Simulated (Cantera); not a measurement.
**Si(CH3)4 + C2H4 + H2 (silicon carbide growth)**

Input: 1 mol Si(CH3)4, 0.096 mol C2H4, 400 mol H2, equilibrated at 1.10 mbar.

Cantera equilibrium calculation (NASA polynomials, part measured and part estimated; ideal gas, pure solids and liquids). Candidate condensed phases: C, C6H6, C7H8, C8H18, Si, SiC; 87 gas species. The numbers say what is thermodynamically allowed, not how fast it happens.

From 852 °C to 1652 °C the condensed part is C(graphite) + SiC(s). At 1752 °C the condensed part is C(graphite).

| T (°C) | x H2 | x H | x Si | x C2H2 (acetylene) | x SiC2 | n C(graphite) | n SiC(s) |
|---|---|---|---|---|---|---|---|
| 852 | 1.000 | 1.34e-6 | <1e-12 | 2.30e-8 | <1e-12 | 3.18 | 1.00 |
| 952 | 1.000 | 9.40e-6 | 6.15e-12 | 1.62e-7 | <1e-12 | 3.19 | 1.00 |
| 1052 | 1.000 | 4.93e-5 | 2.88e-10 | 8.51e-7 | <1e-12 | 3.19 | 1.00 |
| 1152 | 1.000 | 0.000206 | 7.84e-9 | 3.52e-6 | 6.96e-12 | 3.19 | 1.000 |
| 1252 | 0.999 | 0.000713 | 1.38e-7 | 1.21e-5 | 2.97e-10 | 3.18 | 1.000 |
| 1352 | 0.998 | 0.00212 | 1.69e-6 | 3.55e-5 | 7.92e-9 | 3.16 | 0.999 |
| 1452 | 0.994 | 0.00558 | 1.55e-5 | 9.16e-5 | 1.43e-7 | 3.12 | 0.993 |
| 1552 | 0.986 | 0.0132 | 0.000111 | 0.000212 | 1.88e-6 | 3.07 | 0.951 |
| 1652 | 0.970 | 0.0284 | 0.000650 | 0.000444 | 1.87e-5 | 3.10 | 0.705 |
| 1752 | 0.941 | 0.0563 | 0.00215 | 0.000851 | 9.98e-5 | 3.37 | 0 |
x: gas mole fraction; n: condensed amount in mol.
